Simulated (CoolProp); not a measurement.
Vapour pressure (MPa) of octamethyltrisiloxane (MDM): the reference equation beside estimates from Tc = 565.4 K, pc = 1.438 MPa, ω = 0.528. Clausius-Clapeyron is anchored at 285 K with a constant enthalpy of vaporisation of 49.56 kJ/mol.

Values from CoolProp's reference Helmholtz-energy equation of state, Thol 2017.

| T (K) | reference | Lee-Kesler | Clausius-Clapeyron | Redlich-Kwong | Peng-Robinson |
|---|---|---|---|---|---|
| 259.5 | 2.438e-5 | 2.927e-5 | 2.569e-5 | 0.0009124 | 3.624e-5 |
| 272.2 | … | 8.460e-5 | 7.503e-5 | 0.001893 | 0.0001013 |
| 285 | 0.0002006 | 0.0002203 | 0.0002006 | 0.003633 | 0.0002560 |
| 297.8 | 0.0004880 | 0.0005200 | 0.0004929 | 0.006499 | 0.0005888 |
| 310.5 | 0.001076 | 0.001121 | 0.001118 | 0.01090 | 0.001241 |
| 323.3 | 0.002204 | 0.002258 | 0.002390 | 0.01744 | 0.002449 |
| 336.1 | 0.004210 | 0.004261 | 0.004822 | 0.02670 | 0.004541 |
| 348.8 | 0.007533 | 0.007561 | 0.009198 | 0.03921 | 0.007938 |
| 361.6 | 0.01284 | 0.01282 | 0.01684 | 0.05586 | 0.01328 |
| 374.4 | 0.02088 | 0.02077 | 0.02959 | … | 0.02129 |
| 387.1 | 0.03248 | 0.03223 | 0.04988 | 0.1040 | … |
| 399.9 | 0.04890 | 0.04846 | 0.08166 | 0.1372 | 0.04895 |
| 412.7 | … | 0.07060 | 0.1296 | 0.1773 | 0.07097 |

Fill in the missing entries.


- 272.2, reference: 7.409e-5
- 374.4, Redlich-Kwong: 0.07729
- 387.1, Peng-Robinson: 0.03277
- 412.7, reference: 0.07128

Absolute difference from the reference over all 13 rows, mean and median: Lee-Kesler 4.8 and 1.2 %, Clausius-Clapeyron 25.5 and 14.5 %, Redlich-Kwong 981.1 and 534.2 %, Peng-Robinson 13.9 and 7.9 %.
